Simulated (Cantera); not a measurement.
## BaF₂ + H₂O + N₂ (halide evaporation, hydrolysis and transport)

Feed: 1 mol BaF₂, 18 mol H₂O, 6.8 mol N₂, equilibrated at 0.160 Pa.

Cantera equilibrium calculation (NASA polynomials, part measured and part estimated; ideal gas, pure solids and liquids). Candidate condensed phases: Ba, BaF₂, BaO, Ba(OH)₂, H₂O; 45 gas species. The numbers say what is thermodynamically allowed, not how fast it happens.

From 950 °C to 1350 °C the condensed part is BaO(s). From 1400 °C to 1500 °C nothing is condensed. The main Ba-bearing gas is BaF₂ at 950 °C and BaF at 1500 °C.

```
T (°C)  log p H₂O  log p N₂  log p H₂  log p H  log p O₂  log p HF  log p OH  log p BaF₂  log p BaF  log p O  n BaO(s)
------  ---------  --------  --------  -------  --------  --------  --------  ----------  ---------  -------  --------
950         -5.96     -6.38     -9.00   -11.02     -9.32     -7.23    -10.03       -7.48     -11.07   -12.05     0.470
1000        -5.96     -6.38     -8.72   -10.51     -9.04     -7.25     -9.69       -7.47     -10.55   -11.49     0.450
1050        -5.96     -6.38     -8.46   -10.03     -8.78     -7.27     -9.37       -7.46     -10.08   -10.97     0.431
1100        -5.97     -6.38     -8.22    -9.59     -8.54     -7.28     -9.08       -7.45      -9.64   -10.48     0.412
1150        -5.97     -6.38     -8.00    -9.18     -8.32     -7.30     -8.81       -7.44      -9.24   -10.03     0.391
1200        -5.97     -6.38     -7.80    -8.80     -8.11     -7.32     -8.55       -7.43      -8.86    -9.61     0.365
1250        -5.98     -6.38     -7.61    -8.44     -7.91     -7.33     -8.32       -7.44      -8.51    -9.21     0.326
1300        -5.99     -6.38     -7.44    -8.11     -7.73     -7.36     -8.10       -7.45      -8.20    -8.84     0.263
1350        -6.00     -6.39     -7.29    -7.81     -7.55     -7.39     -7.90       -7.48      -7.91    -8.50     0.155
1400        -6.03     -6.40     -7.15    -7.52     -7.39     -7.43     -7.71       -7.53      -7.67    -8.17         0
1450        -6.06     -6.41     -7.03    -7.25     -7.26     -7.37     -7.55       -7.64      -7.58    -7.88         0
1500        -6.11     -6.43     -6.92    -7.01     -7.15     -7.33     -7.41       -7.77      -7.53    -7.60         0
```
log p: log10 of the partial pressure in bar; n: condensed amount in mol.
